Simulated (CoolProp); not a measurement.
Saturation properties of R143a (Tc = 345.9 K, pc = 3.762 MPa, ω = 0.261).

Values from CoolProp's reference Helmholtz-energy equation of state, Lemmon and Jacobsen 2000.

| T (K) | p (MPa) | vapour density (kg/m³) | enthalpy of vaporisation (kJ/kg) | liquid cp (kJ/(kg K)) | liquid viscosity (µPa s) | vapour viscosity (µPa s) |
|---|---|---|---|---|---|---|
| 250.4 | 0.2847 | 12.72 | 208.2 | 1.400 | 174 | 9.35 |
| 257.5 | 0.3688 | 16.34 | 202.3 | 1.426 | 163 | 9.61 |
| 264.6 | 0.4705 | 20.75 | 196.0 | 1.455 | 153 | 9.88 |
| 271.7 | 0.5922 | 26.09 | 189.2 | 1.488 | 144 | 10.2 |
| 278.7 | 0.7339 | 32.43 | 182.1 | 1.525 | 135 | 10.5 |
| 285.8 | 0.9021 | 40.17 | 174.4 | 1.569 | 126 | 10.8 |
| 292.9 | 1.098 | 49.50 | 166.0 | 1.622 | 118 | 11.2 |
| 300 | 1.323 | 60.82 | 156.9 | 1.687 | 110 | 11.7 |
| 307.1 | 1.582 | 74.65 | 146.7 | 1.772 | 101 | 12.3 |

It boils at 225.9 K under 1 atm.

Viscosity comes from a separate model (Klein 1997), an estimate that may be off by 10 % or more.
